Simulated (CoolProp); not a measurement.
Properties of acetone along the isobar 0.323 MPa.

Model: reference Helmholtz-energy equation of state, Lemmon 2006, in CoolProp. It is a short technical equation, of lower accuracy than the large ones.

```json
[
 {"T (°C)": "-42.95", "phase": "liquid", "speed of sound (m/s)": "1490", "fugacity coefficient": "0.001791"},
 {"T (°C)": "-18.35", "phase": "liquid", "speed of sound (m/s)": "1369", "fugacity coefficient": "0.01006"},
 {"T (°C)": "6.25", "phase": "liquid", "speed of sound (m/s)": "1253", "fugacity coefficient": "0.03954"},
 {"T (°C)": "30.85", "phase": "liquid", "speed of sound (m/s)": "1139", "fugacity coefficient": "0.1192"},
 {"T (°C)": "55.45", "phase": "liquid", "speed of sound (m/s)": "1027", "fugacity coefficient": "0.2940"},
 {"T (°C)": "80.05", "phase": "liquid", "speed of sound (m/s)": "915.4", "fugacity coefficient": "[?]"},
 {"T (°C)": "104.65", "phase": "gas", "speed of sound (m/s)": "227.3", "fugacity coefficient": "0.9162"},
 {"T (°C)": "129.25", "phase": "gas", "speed of sound (m/s)": "238.1", "fugacity coefficient": "0.9356"},
 {"T (°C)": "153.85", "phase": "gas", "speed of sound (m/s)": "247.6", "fugacity coefficient": "0.9490"},
 {"T (°C)": "178.45", "phase": "gas", "speed of sound (m/s)": "256.3", "fugacity coefficient": "0.9587"},
 {"T (°C)": "203.05", "phase": "gas", "speed of sound (m/s)": "264.4", "fugacity coefficient": "[?]"},
 {"T (°C)": "227.65", "phase": "gas", "speed of sound (m/s)": "272.0", "fugacity coefficient": "0.9716"},
 {"T (°C)": "252.25", "phase": "gas", "speed of sound (m/s)": "279.3", "fugacity coefficient": "0.9760"},
 {"T (°C)": "276.85", "phase": "gas", "speed of sound (m/s)": "[?]", "fugacity coefficient": "0.9796"}
]
```

Problem. Fill in the missing entries.

Solution. 
- 80.05, fugacity coefficient: 0.6196
- 203.05, fugacity coefficient: 0.9660
- 276.85, speed of sound (m/s): 286.3
